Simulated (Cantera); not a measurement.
**Adiabatic ignition**

An adiabatic, constant-pressure homogeneous reactor starts with CH4 : O2 : N2 = 1 : 3.39 : 10.8 (molar parts), equivalence ratio 0.59, at 1150 K and 1650 Torr.

Detailed kinetics in Cantera: GRI-Mech 3.0 (53 species, 325 reactions).

```
t (s)     T (K)   x CH4    x O2    x H2O2     x CO2    x NO2     x NO
--------  -----  ------  ------  --------  --------  -------  -------
7.00e-6    1150  0.0658   0.223  7.86e-12    <1e-12   <1e-12   <1e-12
1.90e-5    1150  0.0658   0.223  5.68e-11    <1e-12   <1e-12   <1e-12
5.15e-5    1150  0.0658   0.223  3.97e-10    <1e-12   <1e-12   <1e-12
0.000140   1150  0.0658   0.223   2.57e-9    <1e-12   <1e-12   <1e-12
0.000378   1150  0.0658   0.223   1.37e-8  1.30e-12   <1e-12   <1e-12
0.00103    1150  0.0658   0.223   4.88e-8  5.97e-11   <1e-12   <1e-12
0.00278    1150  0.0658   0.223   8.81e-8   2.41e-9   <1e-12   <1e-12
0.00755    1151  0.0657   0.223   2.08e-7   2.45e-8   <1e-12   <1e-12
0.0205     1156  0.0648   0.222   1.54e-6   7.90e-7   <1e-12   <1e-12
0.0555     2406  <1e-12  0.0860   3.13e-7    0.0623  8.16e-6  0.00875
0.150      2402  <1e-12  0.0846   3.07e-7    0.0624  1.07e-5   0.0115
0.408      2402  <1e-12  0.0846   3.07e-7    0.0624  1.07e-5   0.0115
1.11       2402  <1e-12  0.0846   3.07e-7    0.0624  1.07e-5   0.0115
3.00       2402  <1e-12  0.0846   3.07e-7    0.0624  1.07e-5   0.0115
```
x: mole fraction; the columns are a selection and need not sum to one.

```
Property                                                             Value
---------------------------------  ---------------------------------------
time of steepest temperature rise                                  30.0 ms
temperature at 3.00 s                                               2402 K
equilibrium temperature                                             2402 K
x(CH4) at 3.00 s                     <1e-12 (gas-phase equilibrium <1e-12)
x(O2) at 3.00 s                      0.0846 (gas-phase equilibrium 0.0846)
x(H2O2) at 3.00 s                  3.07e-7 (gas-phase equilibrium 3.07e-7)
```
